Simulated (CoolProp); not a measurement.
A simple Rankine cycle with dimethyl ether: condensing at 319.15 K, boiler at 3.37 MPa, turbine inlet 376.4 K, turbine efficiency 0.85, pump efficiency 0.8, no recuperator. Each further row changes one setting.

Computed with CoolProp (reference Helmholtz-energy equation of state, Wu 2011).

```
case                             thermal efficiency (%)  net work (kJ/kg)  heat in (kJ/kg)  turbine exit temperature (K)  volume ratio over the turbine
-------------------------------  ----------------------  ----------------  ---------------  ----------------------------  -----------------------------
as stated                                          10.1              39.6              394                         319.1                           3.61
turbine inlet 396.4 K                              10.5              47.4              450                         338.5                           3.37
condensing temperature 311.15 K                    11.4              47.2              414                         311.1                           4.43
boiler pressure 2.36 MPa                            7.8              34.0              436                         338.0                           2.30
turbine efficiency 0.75                             8.7              34.4              394                         319.1                           3.66
```

The expansion ends wet for: as stated; condensing temperature 311.15 K; turbine efficiency 0.75.
